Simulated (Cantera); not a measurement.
Charge: 1 mol BaF2, 0.1 mol O2, 190 mol H2, held at 10.0 mbar.

Equilibrium computed with Cantera from the NASA thermochemical tables; the gas is ideal and each condensed phase is pure. Candidate condensed phases: Ba, BaF2, BaO, Ba(OH)2, H2O; 27 gas species. Mutual solubility and eutectic melting of coexisting phases are not modelled. The numbers say what is thermodynamically allowed, not how fast it happens.

x: gas mole fraction; n: condensed amount in mol.

```csv
T (K),x H2,x BaF2,x HF,x BaF,n BaF2(s),n BaO(s)
1348,0.999,0.000120,9.46e-5,(withheld),0.965,0.00502
1398,0.998,0.000381,0.000163,(withheld),0.899,0.00161
1448,0.997,0.00111,0.000353,(withheld),0.722,0
1498,0.994,0.00299,0.000761,(withheld),0.286,0
1548,0.992,0.00409,0.00116,(withheld),0,0
1598,0.992,0.00382,0.00143,(withheld),0,0
1648,0.991,0.00352,0.00174,(withheld),0,0
1698,0.990,0.00320,0.00207,(withheld),0,0
1748,0.989,0.00287,0.00242,(withheld),0,0
```

**Question.** Fill in the missing entries.

**Answer.** 
- 1348, x BaF: 3.89e-5
- 1398, x BaF: 0.000138
- 1448, x BaF: 0.000340
- 1498, x BaF: 0.000743
- 1548, x BaF: 0.00113
- 1598, x BaF: 0.00139
- 1648, x BaF: 0.00168
- 1698, x BaF: 0.00198
- 1748, x BaF: 0.00228
